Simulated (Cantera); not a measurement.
Input: 1 mol Si, 0.27 mol O2, 120 mol H2, held at 6.50 Pa.

Equilibrium computed with Cantera from the NASA thermochemical tables; the gas is ideal and each condensed phase is pure. Candidate condensed phases: H2O, Si, SiO2; 18 gas species. Mutual solubility and eutectic melting of coexisting phases are not modelled. The tables hold silica as quartz up to 1696 K and as liquid above; real silica turns to tridymite and cristobalite and melts near 1996 K. Equilibrium is a limit: real reactors are often held back by kinetics, nucleation or transport.

Task: Which condensed phases are stable at each of these points (T (°C)): 725, 775, 825, 875, 925, 975, 1025, 1075, 1125, 1175, 1225, 1275, 1325, 1375?

Result: 
```
T (°C)        condensed phases  Si condensed (%)
------  ----------------------  ----------------
725     Si(s) + SiO2(β-quartz)              99.9
775     Si(s) + SiO2(β-quartz)              99.4
825     Si(s) + SiO2(β-quartz)              96.0
875     Si(s) + SiO2(β-quartz)              79.3
925                      Si(s)              46.0
975                      Si(s)              46.0
1025                     Si(s)              46.0
1075                     Si(s)              46.0
1125                     Si(s)              45.8
1175                     Si(s)              45.4
1225                     Si(s)              44.1
1275                     Si(s)              39.9
1325                     Si(s)              28.1
1375                  gas only               0.0
```

From 725 °C to 875 °C the condensed part is Si(s) + SiO2(β-quartz). From 925 °C to 1325 °C the condensed part is Si(s). At 1375 °C nothing is condensed.
